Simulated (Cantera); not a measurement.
Equilibrium for abatement and gas-phase synthesis: H₂S + H₂O + N₂

Input: 1 mol H₂S, 0.58 mol H₂O, 1.7 mol N₂, at 7.50 Torr.

Equilibrium computed with Cantera from the NASA thermochemical tables; the gas is ideal and each condensed phase is pure. Candidate condensed phases: H₂O, H₂SO₄, S; 35 gas species. The numbers say what is thermodynamically allowed, not how fast it happens.

| T (K) | log p N₂ | log p H₂ | log p H₂O | log p S₂ | log p H₂S | log p SO | log p S | log p SO₂ | log p H | log p SH |
|---|---|---|---|---|---|---|---|---|---|---|
| 1425 | -2.34 | -2.64 | -2.82 | -2.95 | -3.38 | -5.41 | -6.26 | -4.76 | -6.48 | -4.72 |
| 1475 | -2.34 | -2.62 | -2.82 | -2.94 | -3.48 | -5.19 | -5.99 | -4.63 | -6.20 | -4.61 |
| 1525 | -2.34 | -2.61 | -2.83 | -2.93 | -3.57 | -4.98 | -5.73 | -4.50 | -5.93 | -4.52 |
| 1575 | -2.34 | -2.60 | -2.84 | -2.93 | -3.65 | -4.79 | -5.50 | -4.39 | -5.68 | -4.43 |
| 1625 | -2.34 | -2.59 | -2.85 | -2.93 | -3.74 | -4.62 | -5.27 | -4.28 | -5.45 | -4.35 |
| 1675 | -2.35 | -2.58 | -2.86 | -2.93 | -3.82 | -4.46 | -5.07 | -4.19 | -5.22 | -4.28 |
| 1725 | -2.35 | -2.57 | -2.88 | -2.94 | -3.89 | -4.31 | -4.87 | -4.11 | -5.02 | -4.21 |
| 1775 | -2.35 | -2.56 | -2.89 | -2.94 | -3.96 | -4.17 | -4.69 | -4.05 | -4.82 | -4.14 |
| 1825 | -2.35 | -2.56 | -2.91 | -2.95 | -4.04 | -4.05 | -4.52 | -3.99 | -4.63 | -4.09 |
| 1875 | -2.35 | -2.55 | -2.93 | -2.97 | -4.10 | -3.93 | -4.36 | -3.94 | -4.46 | -4.03 |
| 1925 | -2.35 | -2.54 | -2.96 | -2.98 | -4.17 | -3.83 | -4.21 | -3.90 | -4.29 | -3.98 |
| 1975 | -2.36 | -2.54 | -2.98 | -3.00 | -4.24 | -3.74 | -4.07 | -3.87 | -4.13 | -3.94 |
| 2025 | -2.36 | -2.54 | -3.01 | -3.02 | -4.30 | -3.65 | -3.94 | -3.85 | -3.98 | -3.90 |
| 2075 | -2.36 | -2.53 | -3.04 | -3.04 | -4.37 | -3.58 | -3.81 | -3.84 | -3.84 | -3.86 |
log p: log10 of the partial pressure in bar; nothing condenses.

From 1425 K to 2075 K nothing is condensed.
